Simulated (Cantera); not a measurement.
A closed system holds: 1 mol SiHCl₃, 0.75 mol C₃H₈, 5.5 mol H₂, held at 1.00 Torr.

Cantera equilibrium calculation (NASA polynomials, part measured and part estimated; ideal gas, pure solids and liquids). Candidate condensed phases: C, C₆H₆, C₇H₈, C₈H₁₈, Si, SiC; 109 gas species. Gases not in the tables: Si₂H₆ and higher silanes. Kinetics and transport are ignored.

Question: Which condensed phases are stable at each of these points (T (K)): 1650, 1700, 1750, 1800, 1850, 1900, 1950, 2000, 2050, 2100, 2150, 2200, 2250, 2300?

Answer: 
```json
[
 {"T (K)": "1650", "condensed phases": "C(graphite) + SiC(s)", "Si condensed (%)": "95.0"},
 {"T (K)": "1700", "condensed phases": "C(graphite) + SiC(s)", "Si condensed (%)": "94.1"},
 {"T (K)": "1750", "condensed phases": "C(graphite) + SiC(s)", "Si condensed (%)": "93.1"},
 {"T (K)": "1800", "condensed phases": "C(graphite) + SiC(s)", "Si condensed (%)": "92.0"},
 {"T (K)": "1850", "condensed phases": "C(graphite) + SiC(s)", "Si condensed (%)": "90.8"},
 {"T (K)": "1900", "condensed phases": "C(graphite) + SiC(s)", "Si condensed (%)": "89.3"},
 {"T (K)": "1950", "condensed phases": "C(graphite) + SiC(s)", "Si condensed (%)": "87.5"},
 {"T (K)": "2000", "condensed phases": "C(graphite) + SiC(s)", "Si condensed (%)": "84.9"},
 {"T (K)": "2050", "condensed phases": "C(graphite) + SiC(s)", "Si condensed (%)": "80.9"},
 {"T (K)": "2100", "condensed phases": "C(graphite) + SiC(s)", "Si condensed (%)": "74.0"},
 {"T (K)": "2150", "condensed phases": "C(graphite) + SiC(s)", "Si condensed (%)": "61.4"},
 {"T (K)": "2200", "condensed phases": "C(graphite) + SiC(s)", "Si condensed (%)": "37.3"},
 {"T (K)": "2250", "condensed phases": "C(graphite)", "Si condensed (%)": "0.0"},
 {"T (K)": "2300", "condensed phases": "C(graphite)", "Si condensed (%)": "0.0"}
]
```

From 1650 K to 2200 K the condensed part is C(graphite) + SiC(s). From 2250 K to 2300 K the condensed part is C(graphite).
